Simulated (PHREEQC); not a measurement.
PHREEQC input (Pitzer model, pitzer.dat):

```
SOLUTION 1
  temp 25
  units mol/kgw
  pH 7 charge
  S(6) 0.0032
  Na 0.2348
  Cl 0.36
  K 0.17
  C(4) 0.0342
END
USE solution 1
INCREMENTAL_REACTIONS false
REACTION 1
  H2O -1
  0 9.886 18.011 24.689 30.178 34.689 38.397 41.444
  43.949 46.007 47.699 49.089 50.232 51.172 51.944 52.578
  53.1 53.528 53.88 54.17 54.408 54.603 54.764 54.896
  55.005 55.094 55.168 55.228 moles
EQUILIBRIUM_PHASES 1
  Arcanite 0 0
  Burkeite 0 0
  Glaserite 0 0
  Halite 0 0
  Kalicinite 0 0
  Mirabilite 0 0
  Misenite 0 0
  Nahcolite 0 0
  Natron 0 0
  Sylvite 0 0
  Thenardite 0 0
  Trona 0 0
SELECTED_OUTPUT 1
  -reset false
  -pH true
  -pe true
  -ionic_strength true
  -water true
  -activities H2O
  -totals C Cl K Na S
  -molalities H+ Na+ K+ Cl- CO3-2 SO4-2 OH- HCO3- CO2 HSO4-
  -equilibrium_phases Arcanite Burkeite Glaserite Halite Kalicinite Mirabilite Misenite Nahcolite Natron Sylvite
    Thenardite Trona
PRINT
  -reset false
END
```

Selected output (columns that matter, 17 of 28 rows; water left (kg) added in front):

```
water left (kg)	pH	mu	C	Cl	K	Na	S	m_H+	la_H2O	Glaserite	Halite	Nahcolite	Sylvite	Trona
1	8.8757	0.41225	0.0342	0.36	0.17	0.2348	0.0032	1.7598e-09	-0.005682	0	0	0	0	0
0.675514	8.8083	0.61028	0.050628	0.53293	0.25166	0.34759	0.0047371	2.0152e-09	-0.0083938	0	0	0	0	0
0.555203	8.7718	0.74254	0.061599	0.64841	0.30619	0.42291	0.0057637	2.1486e-09	-0.010216	0	0	0	0	0
0.375043	8.6919	1.0993	0.091189	0.95989	0.45328	0.62606	0.0085323	2.4101e-09	-0.015194	0	0	0	0	0
0.253345	8.6021	1.6273	0.13499	1.421	0.67102	0.9268	0.012631	2.617e-09	-0.022776	0	0	0	0	0
0.208215	8.5538	1.98	0.16425	1.729	0.81646	1.1277	0.015369	2.6692e-09	-0.028012	0	0	0	0	0
0.140655	8.4543	2.9311	0.24315	2.5594	1.2086	1.6693	0.022751	2.5743e-09	-0.042913	0	0	0	0	0
0.0950208	8.364	4.3388	0.35992	3.7886	1.7891	2.471	0.033677	2.0849e-09	-0.067326	0	0	0	0	0
0.0641765	8.5036	6.2644	0.37395	5.6095	2.6489	3.4997	0.049862	8.0839e-10	-0.10622	0	0	0.010201	0	0
0.0527541	8.6667	6.9403	0.32558	6.2734	2.6717	4.1281	0.060659	4.2021e-10	-0.12258	0	0	0.017024	0.029055	0
0.0356387	8.9178	7.71	0.29471	6.9102	2.1226	5.3798	0.08979	1.5969e-10	-0.14417	0	0.019375	0.023697	0.094354	0
0.0240724	9.0963	7.9117	0.35487	6.8091	2.1305	5.4738	0.13293	1.0779e-10	-0.14499	0	0.077376	0.025657	0.11871	0
0.0197846	9.1868	8.0465	0.3951	6.7416	2.1357	5.5368	0.16174	8.8502e-11	-0.14555	0	0.098873	0.026383	0.12775	0
0.0133709	9.3705	8.4101	0.50362	6.5603	2.1489	5.7078	0.23933	5.9539e-11	-0.14708	0	0.13101	0.027466	0.14127	0
0.00899993	9.4565	8.6068	0.56998	6.4593	2.1527	5.8027	0.27467	4.9771e-11	-0.14793	0.00036402	0.15233	0.027453	0.14953	0.00080886
0.00737443	9.4565	8.6068	0.56998	6.4593	2.1527	5.8027	0.27467	4.9771e-11	-0.14793	0.00058725	0.16	0.027154	0.15236	0.0014213
0.00492706	9.4565	8.6068	0.56998	6.4593	2.1527	5.8027	0.27467	4.9771e-11	-0.14793	0.00092335	0.17155	0.026705	0.15662	0.0023435
```

Complexes and solids missing from the database can't appear.
